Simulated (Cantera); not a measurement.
A closed system holds: 1 mol Si, 0.026 mol O2, 7 mol N2, 3.9 mol CO2, at 100 Torr.

Equilibrium computed with Cantera from the NASA thermochemical tables; the gas is ideal and each condensed phase is pure. Candidate condensed phases: C, Si, SiC, SiO2, Si2N2O, Si3N4; 34 gas species. The tables hold silica as quartz up to 1696 K and as liquid above; real silica turns to tridymite and cristobalite and melts near 1996 K. Equilibrium is a limit: real reactors are often held back by kinetics, nucleation or transport.

Question: Which condensed phases are stable at each of these points (T (K)): 1023, 1123, 1223, 1323, 1423, 1523, 1623, 1723, 1823, 1923, 2023, 2123, 2223?

Answer: 
```
T (K)  condensed phases  Si condensed (%)
-----  ----------------  ----------------
1023     SiO2(β-quartz)             100.0
1123     SiO2(β-quartz)             100.0
1223     SiO2(β-quartz)             100.0
1323     SiO2(β-quartz)             100.0
1423     SiO2(β-quartz)             100.0
1523     SiO2(β-quartz)             100.0
1623     SiO2(β-quartz)             100.0
1723    SiO2(condensed)             100.0
1823    SiO2(condensed)             100.0
1923    SiO2(condensed)             100.0
2023            SiO2(l)              99.8
2123            SiO2(l)              99.3
2223            SiO2(l)              97.5
```

From 1023 K to 1623 K the condensed part is SiO2(β-quartz). From 1723 K to 1923 K the condensed part is SiO2(condensed). From 2023 K to 2223 K the condensed part is SiO2(l).
